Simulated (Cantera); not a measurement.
An isothermal, constant-pressure homogeneous reactor starts with CH₄ : H₂ = 1 : 2.7 (molar parts), at 1550 K and 10.00 Torr. Integrator tolerance rtol = 1e-08.

Detailed kinetics in Cantera: GRI-Mech 3.0 (53 species, 325 reactions). GRI-Mech 3.0 stops at C3 and has no aromatics, soot or wall deposition, so with more carbon than oxygen in the feed, carbon stays in small species such as C2H2 where larger ones or solid carbon would form. Radical loss at walls, strong at low pressure, is not modelled.

Q: What does this change do: temperature 1550 to 1200 K?

A: 
```tsv
quantity	before	after
x(CH₄) at 3.00 s	0.129 (gas-phase equilibrium 0.00183)	0.270 (gas-phase equilibrium 0.114)
x(H₂) at 3.00 s	0.815 (gas-phase equilibrium 0.892)	0.730 (gas-phase equilibrium 0.824)
x(C₂H₄) at 3.00 s	0.000675 (gas-phase equilibrium 0.000218)	4.33e-7 (gas-phase equilibrium 0.00727)
x(C₂H) at 3.00 s	2.53e-8 (gas-phase equilibrium 7.78e-8)	<1e-12 (gas-phase equilibrium 1.90e-11)
x(CH₃) at 3.00 s	0.000477 (gas-phase equilibrium 1.08e-5)	2.94e-6 (gas-phase equilibrium 4.11e-6)
```

Q: What does this change do: pressure from 10.00 Torr to 1.01 bar?

A: 
```tsv
quantity	before	after
x(CH₄) at 3.00 s	0.129 (gas-phase equilibrium 0.00183)	0.0957 (gas-phase equilibrium 0.0957)
x(H₂) at 3.00 s	0.815 (gas-phase equilibrium 0.892)	0.835 (gas-phase equilibrium 0.835)
x(C₂H₄) at 3.00 s	0.000675 (gas-phase equilibrium 0.000218)	0.00892 (gas-phase equilibrium 0.00892)
x(C₂H) at 3.00 s	2.53e-8 (gas-phase equilibrium 7.78e-8)	5.31e-9 (gas-phase equilibrium 5.31e-9)
x(CH₃) at 3.00 s	0.000477 (gas-phase equilibrium 1.08e-5)	6.69e-5 (gas-phase equilibrium 6.69e-5)
```
